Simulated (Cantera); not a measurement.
A closed system holds: 1 mol Si₃H₈, 0.01 mol Cl₂, 59 mol N₂, held at 1373.15 K and 10000 Pa.

These are equilibrium values from Cantera (NASA tables, ideal gas, pure condensed phases), not measurements of a reactor. Candidate condensed phases: NH₄Cl, Si, Si₃N₄; 28 gas species. The feed counts by its element totals alone. N₂ is the only nitrogen source here; it is nearly inert below about 1500 K, so the nitride shown seldom forms there in practice. Rates play no part.

What is the equilibrium state?


```json
{
 "x(N₂)": "0.934",
 "x(H₂)": "0.0654",
 "x(HCl)": "0.000328",
 "x(H)": "2.70e-6",
 "n(Si₃N₄(s))": "1.00 mol",
 "gas_amount": "61.01 mol",
 "log10 activity of Si(s) (absent)": "-2.99"
}
```
